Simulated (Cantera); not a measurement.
A freely propagating, adiabatic, planar premixed flame of CH4 : O2 : N2 = 1 : 1.67 : 7.5 (molar parts), unburnt at 550 K and 1350 Torr; mixture-averaged transport, grid criteria slope 0.08 and curve 0.16, no radiation.

Model: GRI-Mech 3.0 (53 species, 325 reactions), integrated in Cantera. Burning velocities carry a grid error of a few per cent, more on coarse grids.

Problem. Predict: laminar burning velocity; thermal thickness; peak x(H2); peak x(H); peak x(CH2O).

Solution. 
| Quantity | Value |
|---|---|
| laminar burning velocity | 57.2 cm/s |
| thermal thickness | 0.294 mm |
| peak x(H2) | 0.0294 |
| peak x(H) | 0.00600 |
| peak x(CH2O) | 0.00102 |
